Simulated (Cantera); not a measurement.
Standard-state values (1 bar) from the NASA 1993 polynomials, evaluated with Cantera. Values are per mole of reaction as written; species without (g) are pure solids or liquids, kept so even where they would boil at 1 bar.

Ba(OH)2 → 2 OH(g) + Ba, with ΔH° = 1025.0 kJ and ΔS° = 322.6 J/K at 300 K.

### Question
How far is the shortcut ΔG° ≈ ΔH°(300 K) − T·ΔS°(300 K) from the full temperature-dependent value at 1573, 1623, 1673, 1723, 1773, 1823, 1873, 1923, 1973, 2023, 2073 K?

### Answer
| T (K) | shortcut (kJ) | full (kJ) | difference (kJ) | difference in log10 K | condensed phases |
|---|---|---|---|---|---|
| 1573 | 517.5 | 575.2 | -57.7 | 1.92 | Ba(OH)2(l), Ba(l) |
| 1623 | 501.4 | 562.6 | -61.3 | 1.97 | Ba(OH)2(l), Ba(l) |
| 1673 | 485.2 | 550.1 | -64.9 | 2.03 | Ba(OH)2(l), Ba(l) |
| 1723 | 469.1 | 537.7 | -68.6 | 2.08 | Ba(OH)2(l), Ba(l) |
| 1773 | 453.0 | 525.3 | -72.3 | 2.13 | Ba(OH)2(l), Ba(l) |
| 1823 | 436.8 | 512.9 | -76.1 | 2.18 | Ba(OH)2(l), Ba(l) |
| 1873 | 420.7 | 500.6 | -79.9 | 2.23 | Ba(OH)2(l), Ba(l) |
| 1923 | 404.6 | 488.3 | -83.8 | 2.28 | Ba(OH)2(l), Ba(l) |
| 1973 | 388.4 | 476.1 | -87.7 | 2.32 | Ba(OH)2(l), Ba(l) |
| 2023 | 372.3 | 463.9 | -91.6 | 2.37 | Ba(OH)2(l), Ba(l) |
| 2073 | 356.2 | 451.8 | -95.6 | 2.41 | Ba(OH)2(l), Ba(l) |
The shortcut ignores heat capacities and the phase changes listed.
